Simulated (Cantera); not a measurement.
A perfectly stirred reactor is fed with H2 : O2 : N2 = 1 : 0.625 : 2.35 (molar parts), at 5.03 atm; it is adiabatic with a 650 K inlet, and is followed from long to short residence time, starting on the burning branch (τ in s: 0.046, 0.022, 0.011, 0.005, 0.0024, 0.0011, 0.00055, 0.00026, 0.00012, 6e-05).

Computed with Cantera and the H2/O2 subset of GRI-Mech 3.0, which has no nitrogen chemistry. The hydrogen kinetics of GRI-Mech 3.0 are dated; newer H2 mechanisms differ, most at raised pressure.

Q: What does this change do: inlet temperature 650 to 425 K?

A: 
```tsv
quantity	before	after
blow-out, bracketed by the residence times tried	burning at 60.0 µs, the shortest tried	burning at 60.0 µs, the shortest tried
x(H2) at τ = 46.0 ms	0.00291	0.00129
x(O2) at τ = 46.0 ms	0.0348	0.0351
x(HO2) at τ = 46.0 ms	7.88e-6	5.13e-6
x(H2O2) at τ = 46.0 ms	7.20e-7	5.08e-7
x(H) at τ = 46.0 ms	0.000457	0.000144
x(H2) at τ = 1.10 ms	0.00413	0.00289
x(O2) at τ = 1.10 ms	0.0351	0.0353
x(HO2) at τ = 1.10 ms	8.99e-6	7.92e-6
x(H2O2) at τ = 1.10 ms	7.43e-7	6.40e-7
x(H) at τ = 1.10 ms	0.000742	0.000437
```

Q: What does this change do: inlet temperature 650 to 798 K?

A: 
| quantity | before | after |
|---|---|---|
| blow-out, bracketed by the residence times tried | burning at 60.0 µs, the shortest tried | burning at 60.0 µs, the shortest tried |
| x(H2) at τ = 46.0 ms | 0.00291 | 0.00458 |
| x(O2) at τ = 46.0 ms | 0.0348 | 0.0347 |
| x(HO2) at τ = 46.0 ms | 7.88e-6 | 1.00e-5 |
| x(H2O2) at τ = 46.0 ms | 7.20e-7 | 8.73e-7 |
| x(H) at τ = 46.0 ms | 0.000457 | 0.000876 |
| x(H2) at τ = 1.10 ms | 0.00413 | 0.00556 |
| x(O2) at τ = 1.10 ms | 0.0351 | 0.0349 |
| x(HO2) at τ = 1.10 ms | 8.99e-6 | 1.06e-5 |
| x(H2O2) at τ = 1.10 ms | 7.43e-7 | 8.65e-7 |
| x(H) at τ = 1.10 ms | 0.000742 | 0.00115 |

Q: What does this change do: 0.16 parts H2O added?

A: 
```tsv
quantity	before	after
blow-out, bracketed by the residence times tried	burning at 60.0 µs, the shortest tried	burning at 60.0 µs, the shortest tried
x(H2) at τ = 46.0 ms	0.00291	0.00224
x(O2) at τ = 46.0 ms	0.0348	0.0335
x(HO2) at τ = 46.0 ms	7.88e-6	6.54e-6
x(H2O2) at τ = 46.0 ms	7.20e-7	6.62e-7
x(H) at τ = 46.0 ms	0.000457	0.000280
x(H2) at τ = 1.10 ms	0.00413	0.00364
x(O2) at τ = 1.10 ms	0.0351	0.0337
x(HO2) at τ = 1.10 ms	8.99e-6	8.23e-6
x(H2O2) at τ = 1.10 ms	7.43e-7	7.32e-7
x(H) at τ = 1.10 ms	0.000742	0.000546
```
